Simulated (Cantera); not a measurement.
An isothermal, constant-pressure homogeneous reactor starts with NO : N2 = 1 : 0.66 (molar parts), at 1675 K and 97000 Pa.

Computed with Cantera and GRI-Mech 3.0 (53 species, 325 reactions).

Q: Predict: x(NO) at 100 s; x(O2) at 100 s; x(N2) at 100 s; x(N2O) at 100 s; x(NO2) at 100 s; x(O) at 100 s.

A: x(NO) at 100 s: 0.0472 (gas-phase equilibrium 0.00297)
x(O2) at 100 s: 0.277 (gas-phase equilibrium 0.300)
x(N2) at 100 s: 0.675 (gas-phase equilibrium 0.697)
x(N2O) at 100 s: 9.67e-7 (gas-phase equilibrium 1.62e-7)
x(NO2) at 100 s: 0.000177 (gas-phase equilibrium 1.16e-5)
x(O) at 100 s: 1.84e-5 (gas-phase equilibrium 1.91e-5)
